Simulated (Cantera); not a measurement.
An adiabatic, constant-volume homogeneous reactor starts with H2 : O2 : N2 : H2O = 1 : 0.417 : 1.57 : 0.069 (molar parts), equivalence ratio 1.2, at 1823 K and 1.00 bar. Integrator tolerance rtol = 1e-08.

Cantera simulation using GRI-Mech 3.0 (53 species, 325 reactions); the numbers are that mechanism's predictions, not measurements. Above 3000 K some thermodynamic fits are extrapolated.

Problem. How do the results move with these cheaper or finer settings: rtol 1e-08 to 1e-06; rtol 1e-08 to 1e-10; rtol 1e-08 to 0.01?

Solution. 
| setting | time of steepest temperature rise | temperature at 4.00 s | equilibrium temperature | x(H2) at 4.00 s | integrator steps |
|---|---|---|---|---|---|
| as above | 5.54 µs | 3035 K | 3035 K | 0.0962 | 1078 |
| rtol 1e-08 to 1e-06 | 5.53 µs | 3035 K | 3035 K | 0.0962 | 624 |
| rtol 1e-08 to 1e-10 | 5.53 µs | 3035 K | 3035 K | 0.0962 | 1799 |
| rtol 1e-08 to 0.01 | 5.16 µs | 3033 K | 3035 K | 0.0961 | 207 |
